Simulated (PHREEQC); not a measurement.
Solution (9.3 °C): 0.0058 mol Cu(BF4)2 and 0.00084 mol KCl per kg of water. Closed to the air; pH follows from the charge balance.

Model: ion-association model, phreeqc.dat, run in PHREEQC.

**Question.** The ionic strength comes out as 0.0194 mol/kgw. What activity coefficients do Cl-, BF4-, BF3OH-, Cu+2, BF2(OH)2- get?

**Answer.** Cl- 0.87, BF4- 0.87, BF3OH- 0.87, Cu+2 0.61, BF2(OH)2- 0.87.

No solid was allowed to form. Species that the database lacks are ignored. Constants without temperature data keep their 25 °C values here. Real BF4- forms and hydrolyses slowly; the run takes it at equilibrium.
